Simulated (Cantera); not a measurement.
**Ignition delay**

Mixture: 8.20 % CH3OH, 17.5 % O2, 66.1 % N2, 8.20 % H2O, at 10.0 bar, adiabatic and at constant pressure. Ignition delay is the time to a rise of 400 K.

Model: GRI-Mech 3.0 (53 species, 325 reactions), integrated in Cantera. GRI-Mech 3.0 was tuned for natural gas; its chemistry of methanol as a main component is partial and can be far from experiment.

```tsv
T0 (K)	delay (ms)
1025	46.2
1125	5.51
1225	0.929
1325	0.210
1425	0.0616
1525	0.0223
1625	0.00959
1725	0.00469
```

| Property | Value |
|---|---|
| apparent activation energy between 1525 and 1725 K | 170 kJ/mol |
